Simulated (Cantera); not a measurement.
Input (Python, Cantera) and output of one run.

```python
import numpy as np
import cantera as ct

gas_names = [...]  # 115 gases of nasa_gas.yaml made of C, Ca, H, O
cond_names = """
    C(gr) C6H6(L) C7H8(L) C8H18(L),n-octa Ca(a) Ca(b) Ca(L) CaCO3(caL) CaO(s) CaO(L) CaO2H2(s) H2O(s)
    H2O(L)
""".split()


# ... load() reads the species with a 1 bar reference pressure and builds the phases ...
atoms = {
    'CaCO3': {'Ca': 1, 'C': 1, 'O': 3},
    'H2O': {'H': 2, 'O': 1},
    'O2': {'O': 2},
}
top_T = {'C(gr)': 4500}  # K; cautious upper limits of use, not melting points


# ... equilibrate(T, P, feed) seeds the gas with the atoms and calls Mixture.equilibrate('TP', solver="vcs", rtol=1e-11, max_steps=5000) ...
results = []
feed = {'CaCO3': 1, 'H2O': 0.099, 'O2': 2.8}  # mol
P = 120000  # Pa
for T in [1450, 1525, 1600, 1675, 1750, 1825, 1900, 1975, 2050, 2125]:
    mix = equilibrate(T, P, feed)
    results.append((T, P, feed, dict(zip(mix.species_names, mix.species_moles))))
    x = sorted(zip(gas.X, gas.species_names), reverse=True)
    print(f"T = {T:g} K  P = {P:g} Pa  gas = {mix.phase_moles(0):.4g} mol")
    print("   x: " + "  ".join(f"{s} {v:.3e}" for v, s in x if v > 1e-06))
    print("   condensed (mol): " + ("  ".join(f"{mix.phase(i).name} {mix.phase_moles(i):.4g}"
          for i in range(1, mix.n_phases) if mix.phase_moles(i) > 1e-12) or "none"))
```

It prints:

```
T = 1450 K  P = 120000 Pa  gas = 3.899 mol
   x: O2 7.181e-01  CO2 2.565e-01  H2O 2.537e-02  OH 3.264e-05  O 1.554e-06
   condensed (mol): CaO(s) 1
T = 1525 K  P = 120000 Pa  gas = 3.899 mol
   x: O2 7.181e-01  CO2 2.565e-01  H2O 2.536e-02  OH 6.340e-05  O 4.381e-06  CO 1.955e-06
   condensed (mol): CaO(s) 1
T = 1600 K  P = 120000 Pa  gas = 3.899 mol
   x: O2 7.181e-01  CO2 2.565e-01  H2O 2.533e-02  OH 1.157e-04  O 1.122e-05  CO 5.508e-06
   condensed (mol): CaO(s) 1
T = 1675 K  P = 120000 Pa  gas = 3.899 mol
   x: O2 7.180e-01  CO2 2.564e-01  H2O 2.529e-02  OH 2.000e-04  O 2.642e-05  CO 1.412e-05
   condensed (mol): CaO(s) 1
T = 1750 K  P = 120000 Pa  gas = 3.9 mol
   x: O2 7.179e-01  CO2 2.564e-01  H2O 2.522e-02  OH 3.297e-04  O 5.786e-05  CO 3.336e-05  HO2 1.189e-06
   condensed (mol): CaO(s) 1
T = 1825 K  P = 120000 Pa  gas = 3.9 mol
   x: O2 7.178e-01  CO2 2.563e-01  H2O 2.512e-02  OH 5.212e-04  O 1.188e-04  CO 7.336e-05  H2 1.835e-06  HO2 1.732e-06
   condensed (mol): CaO(s) 1
T = 1900 K  P = 120000 Pa  gas = 3.901 mol
   x: O2 7.176e-01  CO2 2.562e-01  H2O 2.498e-02  OH 7.938e-04  O 2.307e-04  CO 1.514e-04  H2 3.506e-06  HO2 2.446e-06  H 1.356e-06  CaO2H2 1.122e-06
   condensed (mol): CaO(s) 1
T = 1975 K  P = 120000 Pa  gas = 3.902 mol
   x: O2 7.173e-01  CO2 2.560e-01  H2O 2.478e-02  OH 1.169e-03  O 4.260e-04  CO 2.953e-04  H2 6.364e-06  HO2 3.361e-06  H 3.151e-06  CaO2H2 2.076e-06
   condensed (mol): CaO(s) 1
T = 2050 K  P = 120000 Pa  gas = 3.903 mol
   x: O2 7.168e-01  CO2 2.557e-01  H2O 2.451e-02  OH 1.671e-03  O 7.521e-04  CO 5.478e-04  H2 1.102e-05  H 6.876e-06  HO2 4.506e-06  CaO2H2 3.654e-06
   condensed (mol): CaO(s) 1
T = 2125 K  P = 120000 Pa  gas = 3.906 mol
   x: O2 7.162e-01  CO2 2.551e-01  H2O 2.415e-02  OH 2.322e-03  O 1.276e-03  CO 9.713e-04  H2 1.829e-05  H 1.418e-05  CaO2H2 6.142e-06  HO2 5.903e-06
   condensed (mol): CaO(s) 1
```

These are equilibrium values from Cantera (NASA tables, ideal gas, pure condensed phases), not measurements of a reactor.
